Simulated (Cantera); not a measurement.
A perfectly stirred reactor is fed with H2 : O2 = 0.16 : 1 (molar parts), equivalence ratio 0.080, at 1330 Pa; it is held at 1448 K, and followed from long to short residence time.

Detailed kinetics in Cantera: the H2/O2 subset of GRI-Mech 3.0, which has no nitrogen chemistry. Radical loss at walls, strong at low pressure, is not modelled. The temperature is held fixed by assumption; the heat of reaction is taken as removed at once.

One state of this run: x H2 = 0.000731; x O2 = 0.841; x H2O2 = 6.90e-8; x H2O = 0.143; x HO2 = 2.06e-6; x OH = 0.00566; x O = 0.00833. x: mole fraction; the columns are a selection and need not sum to one.

Question: Which value of τ (s) does it belong to?
A) 1.9
B) 0.077
C) 0.027
D) 0.65

Answer: D, 0.65
